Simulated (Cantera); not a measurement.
Cantera run, input and output.

```python
import numpy as np
import cantera as ct

surf = ct.Interface("diamond.yaml", "diamond_100")
gas, bulk = surf.adjacent["gas"], surf.adjacent["diamond"]
k = surf.kinetics_species_index(bulk.species_names[0])
cover = ["c6HH", "c6H*", "c6*H", "c6**", "c6HM", "c6B"]

rows, drift = [], 0.0
print(f"{'xH':>10s}{'um/h':>11s}" + "".join(f"{s:>11s}" for s in cover))
for v in [0.0001, 0.0002, 0.00041, 0.00082, 0.0017, 0.0033, 0.0067, 0.014, 0.027]:
    T, P, xH, xCH3 = 1075, 2300, v, 5.5e-05
    gas.TPX = T, P, {"H": xH, "CH3": xCH3, "CH4": 0.0025, "H2": 1 - xH - xCH3 - 0.0025}
    surf.TP = bulk.TP = T, P
    surf.coverages = "c6H*:0.1, c6HH:0.9"
    surf.advance_coverages(100.0)
    before = surf.coverages
    surf.advance_coverages(100.0)
    drift = max(drift, np.max(np.abs(surf.coverages - before) / (surf.coverages + 1e-9)))
    rate = surf.net_production_rates[k] * bulk.mean_molecular_weight / bulk.density * 3.6e9
    rows.append([rate, *surf[cover].coverages])
    print(f"{v:10.4g}{rate:11.4e}" + "".join(f"{x:11.3e}" for x in rows[-1][1:]))
```

It prints:

```
        xH       um/h       c6HH       c6H*       c6*H       c6**       c6HM        c6B
    0.0001 3.4763e-02  6.009e-01  2.153e-02  3.621e-01  5.335e-03  6.001e-03  9.433e-11
    0.0002 7.0476e-02  5.670e-01  2.322e-02  3.907e-01  8.276e-03  6.721e-03  1.912e-10
   0.00041 1.3577e-01  5.471e-01  2.419e-02  4.068e-01  1.111e-02  6.926e-03  3.684e-10
   0.00082 2.3707e-01  5.371e-01  2.468e-02  4.152e-01  1.315e-02  6.447e-03  6.433e-10
    0.0017 3.8487e-01  5.324e-01  2.498e-02  4.201e-01  1.451e-02  5.260e-03  1.044e-09
    0.0033 5.3608e-01  5.309e-01  2.516e-02  4.229e-01  1.523e-02  3.854e-03  1.455e-09
    0.0067 6.8060e-01  5.305e-01  2.529e-02  4.249e-01  1.567e-02  2.439e-03  1.847e-09
     0.014 7.8844e-01  5.306e-01  2.540e-02  4.260e-01  1.591e-02  1.361e-03  2.139e-09
     0.027 8.4808e-01  5.307e-01  2.550e-02  4.266e-01  1.603e-02  7.609e-04  2.301e-09
```

Computed with Cantera and the Harris–Goodwin 1993 mechanism for the reconstructed diamond (100) surface.
